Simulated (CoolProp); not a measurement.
Vapour-liquid equilibrium of R114 (1) + n-hexane (2) at 0.603 MPa; x and y are mole fractions of (1).

Model: multi-fluid Helmholtz-energy mixture model, Platzer 1990 and Thol 2019; pair parameters Bell 2016, in CoolProp. This equation is an older, rougher fit; its heat capacities, sound speeds and derivatives of the liquid may be far off and weren't checked against measurements.

```csv
x,"bubble temperature, mixture model (K)","bubble temperature, Raoult's law (K)","y, mixture model","y, Raoult's law"
0.05,402.0,403.5,0.203,0.207
0.2,379.0,383.5,0.572,0.577
0.35,364.5,369.2,0.741,0.760
0.5,354.8,358.2,0.833,0.863
0.65,347.6,349.6,0.894,0.926
0.8,341.8,342.5,0.941,0.966
0.95,336.4,336.5,0.985,0.993
```

The largest gap from Raoult's law is -4.7 K in bubble temperature, at x = 0.35. No azeotrope shows between x = 0.05 and 0.95.

Pair parameters are fitted to limited data, so mixtures are less certain than the pure fluids.
